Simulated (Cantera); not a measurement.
**Stirred combustor or abatement burner**

A perfectly stirred reactor is fed with 29.8 % CO, 1.28 % H2, 13.0 % O2, 48.5 % N2, 7.44 % H2O, equivalence ratio 1.2, at 5.00 bar; it is adiabatic with a 450 K inlet, and is followed from long to short residence time, starting on the burning branch (τ in s: 0.28, 0.097, 0.033, 0.011, 0.0039, 0.0013, 0.00045, 0.00015, 5.2e-05).

Model: GRI-Mech 3.0 (53 species, 325 reactions), integrated in Cantera. The hydrogen kinetics of GRI-Mech 3.0 are dated; newer H2 mechanisms differ, most at raised pressure.

```tsv
τ (s)	T (K)	x CO	x H2	x O2	x NO2	x H2O
0.28	2409	0.0623	0.00358	0.00214	3.52e-7	0.0948
0.097	2407	0.0626	0.00360	0.00230	3.53e-7	0.0948
0.033	2401	0.0633	0.00365	0.00274	3.52e-7	0.0945
0.011	2385	0.0652	0.00378	0.00380	3.34e-7	0.0940
0.0039	2355	0.0689	0.00405	0.00582	2.84e-7	0.0930
0.0013	2297	0.0758	0.00457	0.00946	1.98e-7	0.0912
0.00045	2210	0.0856	0.00535	0.0146	1.19e-7	0.0887
0.00015	2085	0.0990	0.00635	0.0216	7.14e-8	0.0853
5.2e-5	1923	0.116	0.00711	0.0307	5.15e-8	0.0820
```
x: mole fraction; the columns are a selection and need not sum to one.
